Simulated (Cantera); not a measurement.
# Equilibrium for boron, boron nitride and boron oxide: BCl3 + NH3

Input: 1 mol BCl3, 1.6 mol NH3, at 1.00 Torr.

These are equilibrium values from Cantera (NASA tables, ideal gas, pure condensed phases), not measurements of a reactor. Candidate condensed phases: B, BN, NH4Cl; 21 gas species. The tables' values for BCl, BCl2 are old estimates; treat these amounts as uncertain. Gases not in the tables: BHCl2. Equilibrium is a limit: real reactors are often held back by kinetics, nucleation or transport.

| T (K) | x HCl | x H2 | x N2 | x BCl | x BCl3 | x Cl | x BCl2 | x H | n BN(s) |
|---|---|---|---|---|---|---|---|---|---|
| 923 | 0.714 | 0.214 | 0.0714 | <1e-12 | 4.91e-6 | 9.97e-9 | 1.63e-12 | 3.10e-9 | 1.000 |
| 998 | 0.714 | 0.214 | 0.0714 | <1e-12 | 1.77e-5 | 8.47e-8 | 5.46e-11 | 2.73e-8 | 1.000 |
| 1073 | 0.714 | 0.214 | 0.0715 | 1.54e-11 | 5.34e-5 | 5.35e-7 | 1.12e-9 | 1.78e-7 | 1.000 |
| 1148 | 0.714 | 0.214 | 0.0715 | 5.32e-10 | 0.000139 | 2.67e-6 | 1.53e-8 | 9.09e-7 | 0.999 |
| 1223 | 0.713 | 0.215 | 0.0716 | 1.18e-8 | 0.000322 | 1.09e-5 | 1.52e-7 | 3.82e-6 | 0.999 |
| 1298 | 0.712 | 0.215 | 0.0718 | 1.83e-7 | 0.000673 | 3.80e-5 | 1.15e-6 | 1.36e-5 | 0.997 |
| 1373 | 0.710 | 0.216 | 0.0721 | 2.08e-6 | 0.00128 | 0.000115 | 6.90e-6 | 4.24e-5 | 0.995 |
| 1448 | 0.707 | 0.218 | 0.0726 | 1.82e-5 | 0.00226 | 0.000312 | 3.40e-5 | 0.000118 | 0.990 |
| 1523 | 0.702 | 0.220 | 0.0734 | 0.000127 | 0.00370 | 0.000759 | 0.000141 | 0.000297 | 0.983 |
| 1598 | 0.693 | 0.224 | 0.0747 | 0.000729 | 0.00559 | 0.00169 | 0.000498 | 0.000689 | 0.971 |
| 1673 | 0.677 | 0.229 | 0.0773 | 0.00348 | 0.00768 | 0.00345 | 0.00151 | 0.00149 | 0.946 |
| 1748 | 0.645 | 0.236 | 0.0833 | 0.0137 | 0.00912 | 0.00641 | 0.00380 | 0.00304 | 0.886 |
x: gas mole fraction; n: condensed amount in mol.

From 923 K to 1748 K the condensed part is BN(s).
